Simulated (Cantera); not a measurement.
A closed system holds: 1 mol CuO, 670 mol H₂, 2.9 mol N₂, held at 1700 °C and 100000 Pa.

Method: chemical equilibrium by Gibbs-energy minimisation in Cantera with the NASA 1993 tables (ideal gas, pure condensed phases). Candidate condensed phases: Cu, CuO, Cu(OH)₂, Cu₂O, H₂O; 27 gas species. Equilibrium is a limit: real reactors are often held back by kinetics, nucleation or transport.

Base state: H₂ 0.991, N₂ 0.00430, H₂O 0.00148, Cu 0.00148, H 0.00134 (mole fractions); condensed: gas only.

Problem. What changes in the equilibrium state with this change: CuO replaced by FeS?

Solution. 
```csv
species,before,after
H₂,0.991,0.993
N₂,0.00430,0.00430
H,0.00134,0.00135
H₂O,0.00148,0
Cu,0.00148,0
H₂S,0,0.00133
Fe,0,0.000269
SH,0,0.000141
"Fe(l), mol",0,0.819
```
Further candidate phases: Fe, FeS, FeS₂, S.
